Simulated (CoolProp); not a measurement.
Vapour-liquid equilibrium of cyclohexane (1) + n-nonane (2) at 464.4 K; x and y are mole fractions of (1).

Computed with CoolProp (multi-fluid Helmholtz-energy mixture model, Zhou 2014 and Lemmon 2006; pair parameters Bell 2016).

| x | bubble pressure (bar) | y at the bubble point | dew pressure at overall composition x (bar) | liquid density (mol/L) |
|---|---|---|---|---|
| 0.05 | 3.050 | 0.159 | 2.766 | 4.525 |
| 0.2 | 4.221 | 0.460 | 3.174 | 4.802 |
| 0.35 | 5.412 | 0.640 | 3.709 | 5.114 |
| 0.5 | 6.677 | 0.765 | 4.441 | 5.465 |
| 0.65 | 8.050 | 0.858 | 5.497 | 5.862 |
| 0.8 | 9.541 | 0.929 | 7.142 | 6.313 |
| 0.95 | 11.14 | 0.984 | 10.09 | 6.824 |

No azeotrope shows between x = 0.05 and 0.95.

The pair parameters rest on a limited set of measurements; away from them the model extrapolates.
